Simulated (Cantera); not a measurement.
Equilibrium for fluorocarbon and chlorocarbon gases: CF4 + H2

A closed system holds: 1 mol CF4, 1 mol H2, at 1425 K and 0.00210 bar.

Cantera equilibrium calculation (NASA polynomials, part measured and part estimated; ideal gas, pure solids and liquids). Candidate condensed phases: C, C6H6, C7H8, C8H18; 95 gas species. Gases not in the tables: C2F6 and larger saturated fluorocarbons. Kinetics and transport are ignored.

x(HF): 0.800
x(CF4): 0.200
x(CF2): 0.000128
x(F): 3.54e-5
x(CF3): 1.68e-5
n(C(graphite)): 0.500 mol
gas amount: 2.500 mol
